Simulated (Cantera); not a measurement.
**Fluorocarbon and chlorocarbon gases: CF4 + H2**

Charge: 1 mol CF4, 0.97 mol H2, at 31.0 Pa.

Method: chemical equilibrium by Gibbs-energy minimisation in Cantera with the NASA 1993 tables (ideal gas, pure condensed phases). Candidate condensed phases: C, C6H6, C7H8, C8H18; 95 gas species. Gases not in the tables: C2F6 and larger saturated fluorocarbons. The numbers say what is thermodynamically allowed, not how fast it happens.

From 1325 K to 2675 K the condensed part is C(graphite). At 2825 K nothing is condensed. The main C-bearing gas is CF4 at 1325 K and C3 at 2825 K. The share of C in condensed phases is highest at 2375 K (87.8 %) and lowest at 2825 K (0.0 %).

```json
[
 {"T (K)": "1325", "x HF": "0.790", "x F": "2.00e-5", "x CF4": "0.210", "x CF2": "5.73e-5", "x H": "2.24e-9", "x C3": "<1e-12", "x CF": "5.51e-10", "x C": "<1e-12", "n C(graphite)": "0.485"},
 {"T (K)": "1475", "x HF": "0.790", "x F": "0.000371", "x CF4": "0.209", "x CF2": "0.000759", "x H": "2.64e-8", "x C3": "<1e-12", "x CF": "4.87e-8", "x C": "<1e-12", "n C(graphite)": "0.484"},
 {"T (K)": "1625", "x HF": "0.785", "x F": "0.00400", "x CF4": "0.204", "x CF2": "0.00613", "x H": "1.99e-7", "x C3": "<1e-12", "x CF": "1.86e-6", "x C": "4.66e-12", "n C(graphite)": "0.480"},
 {"T (K)": "1775", "x HF": "0.761", "x F": "0.0280", "x CF4": "0.178", "x CF2": "0.0325", "x H": "1.08e-6", "x C3": "1.70e-10", "x CF": "3.69e-5", "x C": "4.15e-10", "n C(graphite)": "0.461"},
 {"T (K)": "1925", "x HF": "0.674", "x F": "0.127", "x CF4": "0.0943", "x CF2": "0.102", "x H": "4.67e-6", "x C3": "1.31e-8", "x CF": "0.000402", "x C": "1.83e-8", "n C(graphite)": "0.428"},
 {"T (K)": "2075", "x HF": "0.559", "x F": "0.309", "x CF4": "0.0106", "x CF2": "0.118", "x H": "2.28e-5", "x C3": "5.30e-7", "x CF": "0.00205", "x C": "4.66e-7", "n C(graphite)": "0.541"},
 {"T (K)": "2225", "x HF": "0.512", "x F": "0.427", "x CF4": "0.000271", "x CF2": "0.0553", "x H": "0.000152", "x C3": "1.29e-5", "x CF": "0.00534", "x C": "7.65e-6", "n C(graphite)": "0.769"},
 {"T (K)": "2375", "x HF": "0.493", "x F": "0.475", "x CF4": "5.48e-6", "x CF2": "0.0200", "x H": "0.000987", "x C3": "0.000206", "x CF": "0.0103", "x C": "8.79e-5", "n C(graphite)": "0.878"},
 {"T (K)": "2525", "x HF": "0.479", "x F": "0.488", "x CF4": "1.34e-7", "x CF2": "0.00707", "x H": "0.00554", "x C3": "0.00236", "x CF": "0.0172", "x C": "0.000754", "n C(graphite)": "0.869"},
 {"T (K)": "2675", "x HF": "0.436", "x F": "0.483", "x CF4": "4.32e-9", "x CF2": "0.00261", "x H": "0.0248", "x C3": "0.0203", "x CF": "0.0260", "x C": "0.00508", "n C(graphite)": "0.582"},
 {"T (K)": "2825", "x HF": "0.332", "x F": "0.486", "x CF4": "1.51e-10", "x CF2": "0.000782", "x H": "0.0777", "x C3": "0.0494", "x CF": "0.0271", "x C": "0.0198", "n C(graphite)": "0"}
]
```
x: gas mole fraction; n: condensed amount in mol.
